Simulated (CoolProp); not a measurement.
Model: reference Helmholtz-energy equation of state, Gedanitz 2015, in CoolProp.

### Question
For cyclopentane, give the phase and the cp (kJ/(kg K)), Joule-Thomson coefficient (K/MPa), Prandtl number at 360.2 K and 0.0588 MPa; 360.2 K and 1.36 MPa.

### Answer
- 360.2 K and 0.0588 MPa: gas; cp 1.51, Joule-Thomson coefficient 21.7, Prandtl number 0.767
- 360.2 K and 1.36 MPa: liquid; cp 2.14, Joule-Thomson coefficient -0.271, Prandtl number 3.80

Viscosity comes from a separate model (Chung 1988), a generic estimate that can be far off for the liquid and wasn't checked against measurements. Thermal conductivity comes from a separate model (Vassiliou 2015).
